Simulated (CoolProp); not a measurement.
Vapour-liquid equilibrium of C3F8 (R218) (1) + c-C4F8 (RC318) (2) at 248.2 K; x and y are mole fractions of (1).

Values from CoolProp's multi-fluid Helmholtz-energy mixture model, Lemmon 2006 and Platzer 1990; pair parameters Bell 2016. This equation is an older, rougher fit; its heat capacities, sound speeds and derivatives of the liquid may be far off and weren't checked against measurements.

```
x     bubble pressure, mixture model (bar)  bubble pressure, Raoult's law (bar)  y, mixture model  y, Raoult's law
----  ------------------------------------  -----------------------------------  ----------------  ---------------
0.05                                0.4463                               0.4920             0.087            0.171
0.15                                0.4988                               0.6171             0.281            0.408
0.25                                0.5785                               0.7422             0.470            0.566
0.35                                0.6848                               0.8673             0.628            0.678
0.45                                0.8143                               0.9924             0.748            0.762
0.55                                0.9614                                1.117             0.835            0.827
0.65                                 1.120                                1.243             0.896            0.879
0.75                                 1.282                                1.368             0.939            0.922
0.85                                 1.445                                1.493             0.969            0.957
0.95                                 1.603                                1.618             0.991            0.987
```

The largest gap from Raoult's law is -22.1 % in bubble pressure, at x = 0.25. No azeotrope shows between x = 0.05 and 0.95.

The pair parameters rest on a limited set of measurements; away from them the model extrapolates.
